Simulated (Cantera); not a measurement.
Ignition delay

Mixture: 9.46 % CH4, 2.74 % H2, 18.4 % O2, 69.3 % N2, equivalence ratio 1.1, at 3750 Torr, adiabatic and at constant volume. Ignition delay is the time to a rise of 400 K.

Cantera simulation using GRI-Mech 3.0 (53 species, 325 reactions); the numbers are that mechanism's predictions, not measurements.

```tsv
T0 (K)	delay (ms)
1200	1.09
1275	0.595
1350	0.330
1425	0.185
1500	0.106
1575	0.0626
1650	0.0382
1725	0.0241
```

```
Item                                                     Value
--------------------------------------------------  ----------
apparent activation energy between 1575 and 1725 K  140 kJ/mol
```
